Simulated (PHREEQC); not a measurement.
Solution (65 °C): 0.0012 mol NaHSO4 and 0.00087 mol Na2SO4 per kg of water. Closed to the air; pH follows from the charge balance.

Model: Pitzer model, pitzer.dat, run in PHREEQC.

| Quantity | Result |
|---|---|
| pH | 3.10 |
| ionic strength | 0.00555 mol/kgw |
| specific conductance | 1420 µS/cm |
| osmotic coefficient | 0.947 |
| total alkalinity | -1.20 meq/kg |

```csv
species,molality,activity,log γ
Na+,0.00294,0.00269,-0.039
SO4-2,0.00174,0.00124,-0.148
H+,0.000869,0.000792,-0.041
HSO4-,0.000331,0.000304,-0.037
```

No solid was allowed to form. Constants without temperature data keep their 25 °C values here.
